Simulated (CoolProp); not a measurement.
Values from CoolProp's reference Helmholtz-energy equation of state, Gedanitz 2015.

Task: For cyclopentane, give the phase and the Z, Joule-Thomson coefficient (K/MPa), isothermal compressibility (1/MPa), conductivity (mW/(m K)) at 294.1 K and 0.162 MPa.

Result: 
- 294.1 K and 0.162 MPa: liquid; Z 0.00624, Joule-Thomson coefficient -0.459, isothermal compressibility 0.00128, conductivity 128

Thermal conductivity comes from a separate model (Vassiliou 2015).
